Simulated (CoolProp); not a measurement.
Nitrous oxide at several states: density (kg/m³) from the reference equation and from simpler models built on Tc = 309.5 K, pc = 7.245 MPa, ω = 0.161; each cubic takes its own stable root.

Values from CoolProp's reference Helmholtz-energy equation of state, Lemmon 2006. It is a short technical equation, of lower accuracy than the large ones.

```
T (K)  p (MPa)   phase  reference  Redlich-Kwong  Soave-Redlich-Kwong
-----  -------  ------  ---------  -------------  -------------------
238.8    0.141     gas      3.174          3.170                3.172
212.8    0.615  liquid       1144           1039                 1062
233.4    0.338     gas      7.991          7.953                7.968
263.7    0.226     gas      4.620          4.615                4.618
457.6   0.0586     gas     0.6784         0.6784               0.6783
```
